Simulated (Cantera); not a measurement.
Input (Python, Cantera) and output of one run.

```python
import numpy as np
import cantera as ct

gas_names = """
    B BH BH2 BH3 BN BO BO2 B2 B2O B2O2 B2O3 B3O3H3 H HBO HBO2 HNO HNO2 HNO3 HO2 H2 H2O H2O2 H3B3O6 N NH
    NH2 NH3 NH2OH NO NO2 NO3 N2 N2H2 N2H4 N2O O OH O2 O3
""".split()
cond_names = """
    B(b) B(L) BN(s) B2O3(L) B3O3H3(cr) H2O(s) H2O(L)
""".split()


# ... load() reads the species with a 1 bar reference pressure and builds the phases ...
atoms = {
    'borazine': {'B': 3, 'N': 3, 'H': 6},
    'O2': {'O': 2},
    'H2': {'H': 2},
    'H2O': {'H': 2, 'O': 1},
}
top_T = {'BN(s)': 3200}  # K; cautious upper limits of use, not melting points


# ... equilibrate(T, P, feed) seeds the gas with the atoms and calls Mixture.equilibrate('TP', solver="vcs", rtol=1e-11, max_steps=5000) ...
results = []
feed = {'borazine': 1, 'O2': 0.14, 'H2': 14, 'H2O': 1.3}  # mol
P = 133.322  # Pa
for T in [1698, 1748, 1798, 1848, 1898, 1948, 1998, 2048, 2098, 2148, 2198, 2248]:
    mix = equilibrate(T, P, feed)
    results.append((T, P, feed, dict(zip(mix.species_names, mix.species_moles))))

top = {s: max(r[3][s] / sum(r[3][g] for g in gas_names) for r in results) for s in gas_names}
cols = sorted((s for s in top if top[s] > 1e-06), key=lambda s: -top[s])[:7]
seen = [c for c in cond_names if any(r[3].get(c, 0) > 1e-12 for r in results)]
print("log10 of partial pressures in bar; condensed amounts in mol")
print(f"{'T/K':>10s}" + "".join(f"{s[:9]:>10s}" for s in cols + seen))
for T, P, feed, n in results:
    ng = sum(n[g] for g in gas_names)
    print(f"{T:10.4g}" + "".join(f"{np.log10(max(n[s] / ng * P / 1e5, 1e-99)):10.3f}" for s in cols)
          + "".join(f"{n.get(c, 0):10.4g}" for c in seen))
```

It prints:

```
log10 of partial pressures in bar; condensed amounts in mol
       T/K        H2         H        N2       HBO        BO      B2O2         B      B(b)     BN(s)
      1698    -2.923    -5.301    -4.295    -4.219    -5.295    -4.847   -10.424         0     1.487
      1748    -2.926    -5.104    -4.286    -4.197    -5.099    -4.846    -9.721         0     1.451
      1798    -2.929    -4.918    -4.283    -4.193    -4.930    -4.875    -9.054         0     1.433
      1848    -2.932    -4.741    -4.282    -4.199    -4.781    -4.925    -8.423         0     1.424
      1898    -2.935    -4.575    -4.283    -4.217    -4.651    -4.993    -7.824         0     1.417
      1948    -2.941    -4.417    -4.275    -4.245    -4.538    -5.079    -7.261   0.03337     1.375
      1998    -2.961    -4.275    -4.027    -4.299    -4.451    -5.200    -6.890     1.402         0
      2048    -2.969    -4.135    -4.032    -4.348    -4.371    -5.321    -6.537     1.393         0
      2098    -2.980    -4.002    -4.038    -4.407    -4.306    -5.459    -6.200     1.381         0
      2148    -2.993    -3.877    -4.045    -4.476    -4.256    -5.613    -5.880      1.36         0
      2198    -3.011    -3.760    -4.054    -4.555    -4.218    -5.781    -5.575     1.327         0
      2248    -3.033    -3.650    -4.065    -4.643    -4.193    -5.960    -5.283     1.271         0
```

Equilibrium computed with Cantera from the NASA thermochemical tables; the gas is ideal and each condensed phase is pure. The feed counts by its element totals alone. Mutual solubility and eutectic melting of coexisting phases are not modelled. The tables' values for BH2 are old estimates; treat these amounts as uncertain.
